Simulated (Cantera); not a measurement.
A Cantera script and its output.

```python
import numpy as np
import cantera as ct

gas = ct.Solution("gri30.yaml")
gas.TPX = 1398, 1700, {'CH4': 0.01, 'H2': 1, 'H': 0.064, 'H2O': 0.0023}
reactor = ct.IdealGasConstPressureReactor(gas, energy="off", clone=False)
net = ct.ReactorNet([reactor])
net.rtol, net.atol = 1e-08, 1e-18
show = ['CH4', 'H2', 'H', 'C2H', 'C2H4', 'CH2']
times = np.geomspace(5e-05, 5, 14)

steps = ct.SolutionArray(gas, extra=["t"])
rows = []
print(f"{'t/s':>10s}{'T/K':>9s}{'P/Pa':>11s}" + "".join(f"{s:>11s}" for s in show))
for t in times:
    while net.time < t:
        t_next = net.step()
        steps.append(gas.state, t=t_next)
    rows.append([np.interp(t, steps.t, y) for y in (steps.T, steps.P, *steps(*show).X.T)])
    print(f"{t:10.3e}{rows[-1][0]:9.1f}{rows[-1][1]:11.4g}" + "".join(f"{x:11.3e}" for x in rows[-1][2:]))
rate = np.gradient(steps.T, steps.t)
print("integrator steps:", len(steps.t))
if steps.T.max() > steps.T[0] + 200:
    print(f"time of steepest temperature rise: {steps.t[rate.argmax()]:.4e} s")
gas.TPX = 1398, 1700, {'CH4': 0.01, 'H2': 1, 'H': 0.064, 'H2O': 0.0023}
gas.equilibrate("TP")
print(f"equilibrium (TP): T = {gas.T:.1f} K  " + "  ".join(f"{s} {gas[s].X[0]:.3e}" for s in show))
```

Result:

```
       t/s      T/K       P/Pa        CH4         H2          H        C2H       C2H4        CH2
 5.000e-05   1398.0       1700  5.787e-03  9.333e-01  5.529e-02  1.538e-09  5.269e-06  6.189e-06
 1.212e-04   1398.0       1700  4.773e-03  9.361e-01  5.261e-02  8.668e-09  1.981e-05  8.525e-06
 2.939e-04   1398.0       1700  4.401e-03  9.408e-01  4.834e-02  2.523e-08  3.491e-05  8.493e-06
 7.126e-04   1398.0       1700  3.993e-03  9.488e-01  4.094e-02  4.716e-08  3.454e-05  7.744e-06
 1.728e-03   1398.0       1700  3.438e-03  9.597e-01  3.077e-02  5.955e-08  2.889e-05  6.660e-06
 4.188e-03   1398.0       1700  2.919e-03  9.708e-01  2.032e-02  5.283e-08  2.491e-05  5.128e-06
 1.015e-02   1398.0       1700  2.646e-03  9.796e-01  1.185e-02  3.530e-08  2.312e-05  2.952e-06
 2.462e-02   1398.0       1700  2.622e-03  9.856e-01  6.051e-03  1.893e-08  2.471e-05  1.075e-06
 5.969e-02   1398.0       1700  2.681e-03  9.889e-01  2.720e-03  8.631e-09  3.084e-05  2.585e-07
 1.447e-01   1398.0       1700  2.721e-03  9.906e-01  1.130e-03  3.599e-09  3.820e-05  4.839e-08
 3.509e-01   1398.0       1700  2.736e-03  9.912e-01  4.580e-04  1.461e-09  4.317e-05  8.227e-09
 8.506e-01   1398.0       1700  2.739e-03  9.915e-01  1.876e-04  5.992e-10  4.557e-05  1.399e-09
 2.062e+00   1398.0       1700  2.740e-03  9.916e-01  8.146e-05  2.603e-10  4.659e-05  2.655e-10
 5.000e+00   1398.0       1700  2.740e-03  9.917e-01  4.419e-05  1.412e-10  4.703e-05  7.850e-11
integrator steps: 1787
equilibrium (TP): T = 1398.0 K  CH4 2.304e-03  H2 9.930e-01  H 3.641e-05  C2H 8.627e-11  C2H4 3.505e-05  CH2 4.454e-11
```

Cantera simulation using GRI-Mech 3.0 (53 species, 325 reactions); the numbers are that mechanism's predictions, not measurements. GRI-Mech 3.0 stops at C3 and has no aromatics, soot or wall deposition, so with more carbon than oxygen in the feed, carbon stays in small species such as C2H2 where larger ones or solid carbon would form. Radical loss at walls, strong at low pressure, is not modelled.
